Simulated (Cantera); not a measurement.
What does this Cantera script print?

```python
import numpy as np
import cantera as ct

gas = ct.Solution("SiF4_NH3_mec.yaml", "gas")
gas.TPX = 2400, 1333, {'NH3': 1, 'H2': 0.085}
reactor = ct.IdealGasConstPressureReactor(gas, energy="off", clone=False)
net = ct.ReactorNet([reactor])
net.rtol, net.atol = 1e-08, 1e-18
show = ['NH3', 'H2', 'N', 'N2H2', 'NH', 'N2']
times = np.geomspace(2e-05, 50, 9)

steps = ct.SolutionArray(gas, extra=["t"])
rows = []
print(f"{'t/s':>10s}{'T/K':>9s}{'P/Pa':>11s}" + "".join(f"{s:>11s}" for s in show))
for t in times:
    while net.time < t:
        t_next = net.step()
        steps.append(gas.state, t=t_next)
    rows.append([np.interp(t, steps.t, y) for y in (steps.T, steps.P, *steps(*show).X.T)])
    print(f"{t:10.3e}{rows[-1][0]:9.1f}{rows[-1][1]:11.4g}" + "".join(f"{x:11.3e}" for x in rows[-1][2:]))
rate = np.gradient(steps.T, steps.t)
print("integrator steps:", len(steps.t))
if steps.T.max() > steps.T[0] + 200:
    print(f"time of steepest temperature rise: {steps.t[rate.argmax()]:.4e} s")
gas.TPX = 2400, 1333, {'NH3': 1, 'H2': 0.085}
gas.equilibrate("TP")
print(f"equilibrium (TP): T = {gas.T:.1f} K  " + "  ".join(f"{s} {gas[s].X[0]:.3e}" for s in show))
```

It prints:

```
       t/s      T/K       P/Pa        NH3         H2          N       N2H2         NH         N2
 2.000e-05   2400.0       1333  9.214e-01  7.842e-02  2.089e-11  4.835e-09  4.785e-08  1.035e-10
 1.261e-04   2400.0       1333  9.199e-01  7.887e-02  2.237e-08  5.383e-07  4.175e-06  5.738e-07
 7.953e-04   2400.0       1333  9.089e-01  8.380e-02  2.803e-06  3.116e-05  1.023e-04  8.466e-04
 5.015e-03   2400.0       1333  8.166e-01  1.514e-01  7.615e-06  4.734e-05  1.671e-04  2.445e-02
 3.162e-02   2400.0       1333  4.460e-01  4.266e-01  1.423e-05  1.903e-05  1.701e-04  1.219e-01
 1.994e-01   2400.0       1333  2.992e-02  7.335e-01  1.665e-05  8.063e-07  7.286e-05  2.312e-01
 1.257e+00   2400.0       1333  4.111e-07  6.933e-01  1.255e-06  4.053e-13  3.108e-07  2.307e-01
 7.929e+00   2400.0       1333  3.973e-08  6.610e-01  4.576e-07  4.903e-14  7.278e-08  2.263e-01
 5.000e+01   2400.0       1333  3.966e-08  6.610e-01  4.568e-07  4.899e-14  7.265e-08  2.263e-01
integrator steps: 2059
equilibrium (TP): T = 2400.0 K  NH3 3.966e-08  H2 6.610e-01  N 4.568e-07  N2H2 4.899e-14  NH 7.265e-08  N2 2.263e-01
```

Cantera simulation using the gas-phase N/H chemistry of the illustrative SiF4/NH3 mechanism in the Surface Chemkin manual (1991); the numbers are that mechanism's predictions, not measurements. Walls and surfaces, which speed up NH3 decomposition in real reactors, are not modelled.
